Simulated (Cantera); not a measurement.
# Pyrogenic steam for wet oxidation

An isothermal, constant-pressure homogeneous reactor starts with H2 : O2 : N2 = 1.5 : 1 : 8.3 (molar parts), equivalence ratio 0.75, at 1173 K and 51000 Pa.

Model: the H2/O2 subset of GRI-Mech 3.0, which has no nitrogen chemistry, integrated in Cantera. The temperature is held fixed by assumption; the heat of reaction is taken as removed at once.

```csv
t (s),x H2,x O2,x H2O,x HO2,x OH,x O
0.000200,0.0333,0.0461,0.0866,2.03e-5,0.00307,0.00694
0.000479,0.00462,0.0270,0.142,1.42e-5,0.00116,0.00112
0.00115,0.000816,0.0251,0.148,9.41e-6,0.000366,0.000146
0.00275,0.000145,0.0249,0.149,3.68e-6,0.000136,2.15e-5
0.00660,2.48e-5,0.0249,0.149,9.08e-7,6.06e-5,3.94e-6
0.0158,4.27e-6,0.0249,0.149,2.01e-7,3.01e-5,9.17e-7
0.0379,8.94e-7,0.0249,0.149,5.28e-8,1.63e-5,2.67e-7
0.0909,2.56e-7,0.0249,0.149,1.73e-8,9.55e-6,9.16e-8
0.218,9.02e-8,0.0249,0.149,6.70e-9,5.89e-6,3.49e-8
0.522,3.60e-8,0.0249,0.149,3.23e-9,3.76e-6,1.43e-8
1.25,1.67e-8,0.0249,0.149,2.20e-9,2.52e-6,6.42e-9
3.00,1.07e-8,0.0249,0.149,2.05e-9,1.91e-6,3.69e-9
```
x: mole fraction; the columns are a selection and need not sum to one.

Equilibrium at this temperature and pressure: H2 9.54e-9, O2 0.0249, H2O 0.149, HO2 2.06e-9, OH 1.75e-6, O 3.11e-9 (gas phase only).
